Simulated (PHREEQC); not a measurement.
Alkaline etch or developer: an equilibrium model

Consider water at 75 °C with 0.94 mmol/kgw CsOH and 1.6 mmol/kgw Na2SiO3. Closed to the air; pH follows from the charge balance.

All values are PHREEQC results (ion-association model, wateq4f.dat), not measurements.

Precipitation was switched off in this run.

Task: What pH, ionic strength does the model give?

Result: pH 10.11; ionic strength 0.00416 mol/kgw.

Task: In which forms is Si present?

Result: H3SiO4- 87 %, H4SiO4 12 %, H2SiO4-2 1.1 % of the Si.

Constants without temperature data keep their 25 °C values here.
